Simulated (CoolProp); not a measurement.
A closed Brayton cycle with nitrogen: compressor inlet 328.15 K and 5.5 MPa, high pressure 14.3 MPa, turbine inlet 900 K, compressor efficiency 0.89, turbine efficiency 0.85, recuperator effectiveness 0.8 (on enthalpy, no pinch check). Each further row changes one setting.

Values from CoolProp's reference Helmholtz-energy equation of state, Span 2000.

```
case                           thermal efficiency (%)  net work (kJ/kg)  compressor to turbine work  compressor exit (K)  turbine exit (K)
-----------------------------  ----------------------  ----------------  --------------------------  -------------------  ----------------
as stated                                        28.1              74.5                        0.63                445.5             729.6
turbine inlet 850 K                              25.9              63.4                        0.66                445.5             687.5
compressor inlet 338.15 K                        27.0              70.5                        0.65                458.9             729.6
high pressure 12.2 MPa                           27.7              67.9                        0.60                423.8             755.4
recuperator effectiveness 0.5                    20.8              74.5                        0.63                445.5             729.6
```
